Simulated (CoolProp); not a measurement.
Fluorine at 293.15 K and 0.745 MPa is throttled through a valve to 0.353 MPa with no heat exchange. Each further row changes one setting.

Model: reference Helmholtz-energy equation of state, de Reuck 1990, in CoolProp.

```csv
case,temperature change (K),final density (kg/m³)
as stated,-0.8,5.53
outlet pressure 0.106 MPa,-1.3,1.66
outlet pressure 0.459 MPa,-0.6,7.18
```
